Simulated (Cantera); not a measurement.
Feed: 1 mol Cr, 16 mol N2, 27 mol H2, at 4.60 Pa.

Method: chemical equilibrium by Gibbs-energy minimisation in Cantera with the NASA 1993 tables (ideal gas, pure condensed phases). Candidate condensed phases: Cr, CrN, Cr2N; 11 gas species. The numbers say what is thermodynamically allowed, not how fast it happens.

**Question.** Which condensed phases are stable at each of these points (T (K)): 848, 898, 948, 998, 1048, 1098, 1148?

**Answer.** 
```csv
T (K),condensed phases,Cr condensed (%)
848,CrN(s),100.0
898,Cr2N(s),100.0
948,Cr2N(s),100.0
998,Cr2N(s),100.0
1048,Cr2N(s),100.0
1098,Cr(s),100.0
1148,Cr(s),100.0
```

At 848 K the condensed part is CrN(s). From 898 K to 1048 K the condensed part is Cr2N(s). From 1098 K to 1148 K the condensed part is Cr(s).
